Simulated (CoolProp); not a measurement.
Vapour-liquid equilibrium of benzene (1) + o-xylene (2) at 22.25 °C; x and y are mole fractions of (1).

Model: multi-fluid Helmholtz-energy mixture model, Thol 2012 and Zhou 2012; pair parameters Bell 2016, in CoolProp.

```csv
x,bubble pressure (bar),y at the bubble point,dew pressure at overall composition x (bar),liquid density (mol/L)
0.05,0.01175,0.387,0.007969,8.389
0.125,0.01961,0.665,0.008582,8.567
0.2,0.02891,0.796,0.009299,8.750
0.275,0.03896,0.865,0.01015,8.939
0.35,0.04905,0.905,0.01117,9.134
0.425,0.05865,0.930,0.01243,9.335
0.5,0.06742,0.947,0.01402,9.545
0.575,0.07524,0.959,0.01609,9.763
0.65,0.08220,0.968,0.01891,9.990
0.725,0.08851,0.975,0.02296,10.23
0.8,0.09448,0.981,0.02934,10.48
0.875,0.1005,0.988,0.04099,10.74
0.95,0.1069,0.995,0.06929,11.02
```

No azeotrope shows between x = 0.05 and 0.95.

Pair parameters are fitted to limited data, so mixtures are less certain than the pure fluids. The gap from Raoult's law changes sign with composition, which may be real or a fault of the pair parameters; it wasn't checked against measurements.
